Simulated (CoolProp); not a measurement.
Vapour pressure (kPa) of carbon dioxide: the reference equation beside estimates from Tc = 304.1 K, pc = 7377 kPa, ω = 0.224. Clausius-Clapeyron is anchored at 261.9 K with a constant enthalpy of vaporisation of 11.52 kJ/mol.

Values from CoolProp's reference Helmholtz-energy equation of state, Span 1996.

```
T (K)  reference  Lee-Kesler  Clausius-Clapeyron  van der Waals  Redlich-Kwong  Soave-Redlich-Kwong  Peng-Robinson
-----  ---------  ----------  ------------------  -------------  -------------  -------------------  -------------
242.5       1397        1395                1674           2785           1772                 1402           1385
249         1729        1725                1943           3145           2134                 1737           1715
255.4       2110        2103                2234           3527           2537                 2122           2095
261.9       2556        2546                2556           3942           2996                 2574           2542
268.3       3058        3046                2899           4380           3500                 3083           3047
274.8       3640        3625                3276           4854           4067                 3672           3634
281.2       4288        4273                3675           5351           4681                 4328           4289
287.7       5032        5019                4107           5885           5365                 5076           5041
```

Absolute difference from the reference over all 8 rows, mean and median: Lee-Kesler 0.3 and 0.3 %, Clausius-Clapeyron 10.7 and 11.2 %, van der Waals 52.6 and 48.7 %, Redlich-Kwong 16.2 and 15.8 %, Soave-Redlich-Kwong 0.7 and 0.8 %, Peng-Robinson 0.5 and 0.5 %.
